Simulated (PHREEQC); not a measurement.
A column of 0.1 m (30 cells, dispersivity 0.008 m, 300 s a shift, diffusion coefficient 3e-10 m²/s) holds 0.014 eq of the database's cation exchanger X per kg of pore water, first in equilibrium with 0.57 mmol/kgw PbCl2 and 0.01 mmol/kgw HCl. It is flushed with 0.0022 mol/kgw LiCl, 0.006 mol/kgw SrCl2 and 1e-05 mol/kgw HCl, at 15 °C. Values are for the last cell. The system is closed to CO2. Precipitation was switched off in this run.

Base run: PHREEQC, ion-association model, phreeqc.dat. Each further column changes one thing. The table gives Pb in solution (mol/kgw).

```tsv
pore volumes	base	exchange capacity from 0.014 to 0.007 eq/kgw	dispersivity from 0.008 to 0.016 m
0	0.000570	0.000570	0.000570
0.5167	0.000924	0.000913	0.00141
1.017	0.00369	(withheld)	0.00344
1.517	0.00391	0.00213	(withheld)
2.017	0.00267	0.00102	(withheld)
2.517	0.00161	0.000438	0.00156
3.017	0.000916	(withheld)	0.00102
3.517	0.000508	(withheld)	0.000666
4.017	0.000276	2.83e-5	0.000433
4.517	0.000147	1.11e-5	0.000281
5.017	7.80e-5	(withheld)	(withheld)
```

Task: Fill in the missing entries.

Result: 
- 1.017, exchange capacity from 0.014 to 0.007 eq/kgw: 0.00298
- 1.517, dispersivity from 0.008 to 0.016 m: 0.00321
- 2.017, dispersivity from 0.008 to 0.016 m: 0.00232
- 3.017, exchange capacity from 0.014 to 0.007 eq/kgw: 0.000179
- 3.517, exchange capacity from 0.014 to 0.007 eq/kgw: 7.18e-5
- 5.017, exchange capacity from 0.014 to 0.007 eq/kgw: 4.31e-6
- 5.017, dispersivity from 0.008 to 0.016 m: 0.000183
